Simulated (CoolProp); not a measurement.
Aqueous magnesium chloride as a coolant, 5 % by mass, freezing at -3.0 °C, 1 atm.

Computed with CoolProp (Melinder's fits for secondary coolants).

| T (°C) | Prandtl number | viscosity (mPa s) | conductivity (W/(m K)) | density (kg/m³) |
|---|---|---|---|---|
| 1.3 | 14.7 | 2.10 | 0.555 | 1044 |
| 6.3 | 12.2 | 1.78 | 0.564 | 1043 |
| 11.3 | 10.4 | 1.53 | 0.573 | 1042 |
| 16.2 | 8.93 | 1.33 | 0.581 | 1041 |
| 21.2 | 7.77 | 1.18 | 0.590 | 1040 |
| 26.2 | 6.82 | 1.04 | 0.598 | 1038 |
| 31.2 | 6.03 | 0.934 | 0.606 | 1037 |
| 36.1 | 5.36 | 0.840 | 0.613 | 1035 |
